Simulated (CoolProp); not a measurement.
The fluid at 298.15 K and 1.37 MPa is compressed adiabatically to 3.46 MPa with isentropic efficiency 0.7. The same conditions are run with several fluids, on thermodynamics alone (safety and materials aside).

Model: reference Helmholtz-energy equation of state of each fluid (sulfur hexafluoride: Guder 2009; nitrogen: Span 2000; CF4 (R14): Platzer 1990; oxygen: Schmidt 1985; ethylene: Smukala 2000), in CoolProp. The equations of Platzer and Polt are older, rougher fits.

Q: Rank sulfur hexafluoride, nitrogen, CF4 (R14), oxygen, ethylene by work (kJ/kg), highest first.

A: nitrogen (135), oxygen (117), ethylene (116), CF4 (R14) (37.5), sulfur hexafluoride (17.8)

| fluid | final temperature (K) | final phase | final density (kg/m³) |
|---|---|---|---|
| sulfur hexafluoride | 340.4 | gas | 257 |
| nitrogen | 427.1 | supercritical | 27.0 |
| CF4 (R14) | 355.3 | gas | 109 |
| oxygen | 424.0 | gas | 31.3 |
| ethylene | 376.6 | gas | 34.2 |

Above 300 K oxygen's equation is extrapolated.
